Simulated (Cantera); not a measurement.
Source: NASA polynomial tables (part measured, part estimated), evaluated in Cantera. Values are per mole of reaction as written; species without (g) are pure solids or liquids, kept so even where they would boil at 1 bar.

**Question.** Between 1123 and 1623 K, where is each reaction favourable under standard conditions?
- 2 HBr(g) + Ca ⇌ H2(g) + CaBr2

**Answer.** 
- 2 HBr(g) + Ca ⇌ H2(g) + CaBr2: ΔG° is -425 kJ at 1123 K and -364 kJ at 1623 K; it stays negative (K > 1). ΔH° is -552 kJ and ΔS° -116 J/K at 1623 K.
